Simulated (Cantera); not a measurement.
An isothermal, constant-pressure homogeneous reactor starts with NO : N2 = 1 : 0.67 (molar parts), at 1750 K and 69000 Pa. Integrator tolerance rtol = 1e-08.

Cantera simulation using GRI-Mech 3.0 (53 species, 325 reactions); the numbers are that mechanism's predictions, not measurements.

### Question
What does this change do: NO 1 to 0.39 parts?

### Answer
| quantity | before | after |
|---|---|---|
| x(NO) at 200 s | 0.00815 (gas-phase equilibrium 0.00393) | 0.00769 (gas-phase equilibrium 0.00332) |
| x(O) at 200 s | 4.92e-5 (gas-phase equilibrium 4.94e-5) | 3.85e-5 (gas-phase equilibrium 3.87e-5) |
| x(N2) at 200 s | 0.697 (gas-phase equilibrium 0.699) | 0.812 (gas-phase equilibrium 0.814) |
| x(NO2) at 200 s | 2.24e-5 (gas-phase equilibrium 1.08e-5) | 1.65e-5 (gas-phase equilibrium 7.16e-6) |
| x(O2) at 200 s | 0.295 (gas-phase equilibrium 0.297) | 0.180 (gas-phase equilibrium 0.182) |
| x(N2O) at 200 s | 1.96e-7 (gas-phase equilibrium 1.78e-7) | 1.79e-7 (gas-phase equilibrium 1.62e-7) |

### Question
What does this change do: temperature 1750 to 1600 K?

### Answer
```
quantity                                          before                                     after
---------------  ---------------------------------------  ----------------------------------------
x(NO) at 200 s   0.00815 (gas-phase equilibrium 0.00393)    0.0848 (gas-phase equilibrium 0.00218)
x(O) at 200 s    4.92e-5 (gas-phase equilibrium 4.94e-5)   8.92e-6 (gas-phase equilibrium 9.60e-6)
x(N2) at 200 s       0.697 (gas-phase equilibrium 0.699)       0.658 (gas-phase equilibrium 0.700)
x(NO2) at 200 s  2.24e-5 (gas-phase equilibrium 1.08e-5)  0.000313 (gas-phase equilibrium 8.68e-6)
x(O2) at 200 s       0.295 (gas-phase equilibrium 0.297)       0.257 (gas-phase equilibrium 0.298)
x(N2O) at 200 s  1.96e-7 (gas-phase equilibrium 1.78e-7)   2.56e-6 (gas-phase equilibrium 1.02e-7)
```
